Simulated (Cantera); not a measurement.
TiO2 + CH4 + H2 (carbothermic reduction)

Input: 1 mol TiO2, 2.1 mol CH4, a varied amount of H2, equilibrated at 1600 K and 82.0 Pa.

Cantera equilibrium calculation (NASA polynomials, part measured and part estimated; ideal gas, pure solids and liquids). Candidate condensed phases: C, C6H6, C7H8, C8H18, H2O, Ti, TiC, TiO, TiO2, Ti2O3, Ti3O5, Ti4O7; 113 gas species. Mutual solubility and eutectic melting of coexisting phases are not modelled. TiC, TiO: taken at fixed stoichiometry. Condensed phases not in the tables: solid solutions among these carbides, nitrides and lower oxides. The numbers say what is thermodynamically allowed, not how fast it happens.

From 0.25 mol H2 to 6.7 mol H2 the condensed part is TiC(s) + Ti2O3(s). From 11 mol H2 to 17 mol H2 the condensed part is TiC(s) + TiO(s). The main Ti-bearing gas is TiO throughout.

```csv
n(H2) (mol),log p H2,log p CO,log p H,log p H2O,log p CO2,log p TiO,log p Ti,log p CH4,n TiC(s),n Ti2O3(s),n TiO(s)
0.25,-3.21,-3.69,-5.87,-7.76,-8.72,-9.88,-11.13,-11.41,0.640,0.180,0
0.4,-3.21,-3.70,-5.87,-7.76,-8.74,-9.88,-11.13,-11.41,0.640,0.180,0
0.63,-3.20,-3.72,-5.87,-7.76,-8.76,-9.88,-11.12,-11.41,0.640,0.180,0
1,-3.19,-3.75,-5.86,-7.77,-8.79,-9.87,-11.10,-11.41,0.640,0.180,0
1.6,-3.18,-3.78,-5.86,-7.77,-8.85,-9.87,-11.08,-11.41,0.640,0.180,0
2.6,-3.17,-3.84,-5.85,-7.78,-8.93,-9.86,-11.04,-11.42,0.640,0.180,0
4.2,-3.16,-3.92,-5.84,-7.80,-9.03,-9.84,-11.00,-11.44,0.640,0.180,0
6.7,-3.14,-4.01,-5.84,-7.82,-9.17,-9.82,-10.94,-11.46,0.640,0.180,0
11,-3.13,-4.12,-5.83,-7.85,-9.32,-9.81,-10.88,-11.50,0.550,0,0.450
17,-3.12,-4.25,-5.82,-7.91,-9.52,-9.81,-10.81,-11.54,0.550,0,0.450
```
log p: log10 of the partial pressure in bar; n: condensed amount in mol.
